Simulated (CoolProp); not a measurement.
Fluoroethane (R161) along the isobar 46.4 bar: Z from the reference equation and from simpler models built on Tc = 375.2 K, pc = 50.10 bar, ω = 0.216; each cubic takes its own stable root.

The numbers come from the reference Helmholtz-energy equation of state, Wu 2012 in CoolProp.

```json
[
 {"T (K)": "263.9", "phase": "liquid", "reference": "0.1300", "van der Waals": "0.2247", "Redlich-Kwong": "0.1566", "Soave-Redlich-Kwong": "0.1522", "Peng-Robinson": "0.1346"},
 {"T (K)": "280.6", "phase": "liquid", "reference": "0.1266", "van der Waals": "0.2191", "Redlich-Kwong": "0.1543", "Soave-Redlich-Kwong": "0.1495", "Peng-Robinson": "0.1321"},
 {"T (K)": "297.3", "phase": "liquid", "reference": "0.1245", "van der Waals": "0.2156", "Redlich-Kwong": "0.1537", "Soave-Redlich-Kwong": "0.1485", "Peng-Robinson": "0.1312"},
 {"T (K)": "313.9", "phase": "liquid", "reference": "0.1239", "van der Waals": "0.2146", "Redlich-Kwong": "0.1552", "Soave-Redlich-Kwong": "0.1497", "Peng-Robinson": "0.1323"},
 {"T (K)": "330.6", "phase": "liquid", "reference": "0.1251", "van der Waals": "0.2168", "Redlich-Kwong": "0.1598", "Soave-Redlich-Kwong": "0.1540", "Peng-Robinson": "0.1362"},
 {"T (K)": "347.3", "phase": "liquid", "reference": "0.1294", "van der Waals": "0.2249", "Redlich-Kwong": "0.1699", "Soave-Redlich-Kwong": "0.1638", "Peng-Robinson": "0.1453"},
 {"T (K)": "364", "phase": "liquid", "reference": "0.1422", "van der Waals": "0.2519", "Redlich-Kwong": "0.1968", "Soave-Redlich-Kwong": "0.1901", "Peng-Robinson": "0.1699"},
 {"T (K)": "380.7", "phase": "gas", "reference": "0.5616", "van der Waals": "0.6050", "Redlich-Kwong": "0.5765", "Soave-Redlich-Kwong": "0.5825", "Peng-Robinson": "0.5543"},
 {"T (K)": "397.3", "phase": "gas", "reference": "0.6658", "van der Waals": "0.6783", "Redlich-Kwong": "0.6655", "Soave-Redlich-Kwong": "0.6798", "Peng-Robinson": "0.6522"},
 {"T (K)": "414", "phase": "gas", "reference": "0.7282", "van der Waals": "0.7272", "Redlich-Kwong": "0.7225", "Soave-Redlich-Kwong": "0.7412", "Peng-Robinson": "0.7146"},
 {"T (K)": "430.7", "phase": "gas", "reference": "0.7724", "van der Waals": "0.7639", "Redlich-Kwong": "0.7645", "Soave-Redlich-Kwong": "0.7860", "Peng-Robinson": "0.7603"},
 {"T (K)": "447.4", "phase": "gas", "reference": "0.8060", "van der Waals": "0.7929", "Redlich-Kwong": "0.7971", "Soave-Redlich-Kwong": "0.8208", "Peng-Robinson": "0.7960"}
]
```
